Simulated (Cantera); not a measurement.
A Cantera script and what it prints.

```python
import numpy as np
import cantera as ct

gas_names = """
    CL CLO CL2 H HCL HNO HNO2 HNO3 HOCL HO2 H2 H2O H2O2 Mg MgCL MgCL2 MgH MgN MgO MgOH MgO2H2 Mg2 N NH
    NH2 NH3 NH2OH NO NO2 NO3 N2 N2H2 N2H4 N2O O OH O2 O3
""".split()
cond_names = """
    H2O(s) H2O(L) Mg(cr) Mg(L) MgCL2(s) MgCL2(L) MgO(s) MgO(L) MgO2H2(s) NH4CL(a) NH4CL(b)
""".split()


# ... load() reads the species with a 1 bar reference pressure and builds the phases ...
atoms = {
    'MgO': {'Mg': 1, 'O': 1},
    'HCl': {'H': 1, 'CL': 1},
    'N2': {'N': 2},
}
top_T = {}  # K; cautious upper limits of use, not melting points


# ... equilibrate(T, P, feed) seeds the gas with the atoms and calls Mixture.equilibrate('TP', solver="vcs", rtol=1e-11, max_steps=5000) ...
results = []
feed = {'MgO': 1, 'HCl': 4.1, 'N2': 0.56}  # mol
P = 290  # Pa
for T in [1225, 1275, 1325, 1375, 1425, 1475, 1525, 1575, 1625, 1675, 1725]:
    mix = equilibrate(T, P, feed)
    results.append((T, P, feed, dict(zip(mix.species_names, mix.species_moles))))

top = {s: max(r[3][s] / sum(r[3][g] for g in gas_names) for r in results) for s in gas_names}
cols = sorted((s for s in top if top[s] > 0.0001), key=lambda s: -top[s])[:7]
seen = [c for c in cond_names if any(r[3].get(c, 0) > 1e-12 for r in results)]
print("log10 of partial pressures in bar; condensed amounts in mol")
print(f"{'T/K':>10s}" + "".join(f"{s[:9]:>10s}" for s in cols + seen))
for T, P, feed, n in results:
    ng = sum(n[g] for g in gas_names)
    print(f"{T:10.4g}" + "".join(f"{np.log10(max(n[s] / ng * P / 1e5, 1e-99)):10.3f}" for s in cols)
          + "".join(f"{n.get(c, 0):10.4g}" for c in seen))
```

Result:

```
log10 of partial pressures in bar; condensed amounts in mol
       T/K       HCL        N2     MgCL2       H2O        CL        H2         H    MgO(s)
      1225    -2.611    -3.458    -4.287    -4.287    -6.029    -6.308    -9.660    0.9169
      1275    -2.617    -3.458    -4.173    -4.173    -5.785    -6.071    -9.168    0.8922
      1325    -2.624    -3.458    -4.071    -4.071    -5.561    -5.852    -8.712    0.8634
      1375    -2.632    -3.458    -3.978    -3.978    -5.355    -5.649    -8.289    0.8308
      1425    -2.641    -3.458    -3.894    -3.894    -5.164    -5.460    -7.896    0.7944
      1475    -2.651    -3.459    -3.817    -3.817    -4.987    -5.285    -7.529    0.7548
      1525    -2.663    -3.459    -3.748    -3.748    -4.824    -5.122    -7.187    0.7123
      1575    -2.676    -3.459    -3.686    -3.686    -4.672    -4.971    -6.867    0.6675
      1625    -2.690    -3.460    -3.630    -3.630    -4.531    -4.830    -6.567    0.6212
      1675    -2.706    -3.461    -3.580    -3.580    -4.399    -4.699    -6.285     0.574
      1725    -2.723    -3.462    -3.535    -3.536    -4.277    -4.577    -6.020    0.5266
```

Cantera equilibrium calculation (NASA polynomials, part measured and part estimated; ideal gas, pure solids and liquids).
